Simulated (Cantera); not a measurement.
# Stirred combustor or abatement burner

A perfectly stirred reactor is fed with H2 : O2 : N2 = 1 : 0.568 : 2.14 (molar parts), at 10.0 bar; it is adiabatic with a 425 K inlet, and is followed from long to short residence time, starting on the burning branch (τ in s: 0.096, 0.042, 0.018, 0.008, 0.0035, 0.0015, 0.00067, 0.00029, 0.00013, 5.6e-05, 2.5e-05, 1.1e-05, 4.7e-06).

Detailed kinetics in Cantera: GRI-Mech 3.0 (53 species, 325 reactions). The hydrogen kinetics of GRI-Mech 3.0 are dated; newer H2 mechanisms differ, most at raised pressure.

| τ (s) | T (K) | x H2 | x O2 | x OH | x H2O | x NO | x H |
|---|---|---|---|---|---|---|---|
| 0.096 | 2388 | 0.00242 | 0.0185 | 0.00540 | 0.306 | 0.00467 | 0.000237 |
| 0.042 | 2389 | 0.00244 | 0.0188 | 0.00544 | 0.306 | 0.00422 | 0.000240 |
| 0.018 | 2390 | 0.00248 | 0.0192 | 0.00552 | 0.305 | 0.00342 | 0.000247 |
| 0.0080 | 2391 | 0.00257 | 0.0197 | 0.00565 | 0.305 | 0.00240 | 0.000261 |
| 0.0035 | 2390 | 0.00276 | 0.0202 | 0.00585 | 0.305 | 0.00142 | 0.000290 |
| 0.0015 | 2387 | 0.00320 | 0.0206 | 0.00617 | 0.304 | 0.000762 | 0.000355 |
| 0.00067 | 2379 | 0.00405 | 0.0211 | 0.00670 | 0.303 | 0.000423 | 0.000490 |
| 0.00029 | 2362 | 0.00564 | 0.0217 | 0.00760 | 0.300 | 0.000244 | 0.000791 |
| 0.00013 | 2335 | 0.00814 | 0.0226 | 0.00882 | 0.296 | 0.000153 | 0.00138 |
| 5.6e-5 | 2292 | 0.0120 | 0.0241 | 0.0104 | 0.290 | 9.89e-5 | 0.00256 |
| 2.5e-5 | 2231 | 0.0172 | 0.0263 | 0.0119 | 0.281 | 7.06e-5 | 0.00461 |
| 1.1e-5 | 2145 | 0.0239 | 0.0295 | 0.0130 | 0.270 | 5.56e-5 | 0.00805 |
| 4.7e-6 | 2027 | 0.0330 | 0.0343 | 0.0133 | 0.255 | 4.51e-5 | 0.0134 |
x: mole fraction; the columns are a selection and need not sum to one.
